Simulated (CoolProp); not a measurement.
Properties of methanol along the isotherm 620 K (Tc = 513.4 K, pc = 8.216 MPa, ω = 0.565).

Model: reference Helmholtz-energy equation of state, de Reuck 1993, in CoolProp.

```tsv
p (MPa)	phase	Z	cp (kJ/(kg K))	cv (kJ/(kg K))	isothermal compressibility (1/MPa)	viscosity (µPa s)	fugacity coefficient
2.93	gas	0.9384	2.414	2.094	0.3646	20.4	0.9416
5.87	gas	0.8741	2.771	2.334	0.1949	20.7	0.8845
8.8	supercritical	0.8126	3.214	2.580	0.1393	21.6	0.8307
11.7	supercritical	0.7522	3.768	2.810	0.1121	23.1	0.7811
14.7	supercritical	0.6969	4.411	3.008	0.09400	25.6	0.7336
17.6	supercritical	0.6420	5.206	3.149	0.08589	29.1	0.6913
20.5	supercritical	0.5916	5.902	3.231	0.07583	33.2	0.6521
23.5	supercritical	0.5530	6.098	3.263	0.05839	37.2	0.6150
26.4	supercritical	0.5381	5.893	3.271	0.04197	40.5	0.5832
29.3	supercritical	0.5373	5.732	3.275	0.03165	43.7	0.5557
32.3	supercritical	0.5450	5.556	3.281	0.02427	46.8	0.5314
35.2	supercritical	0.5578	5.391	3.286	0.01932	49.7	0.5113
38.1	supercritical	0.5739	5.254	3.291	0.01587	52.3	0.4940
41.1	supercritical	0.5927	5.138	3.295	0.01330	54.9	0.4786
```

Viscosity comes from a separate model (Xiang 2006).
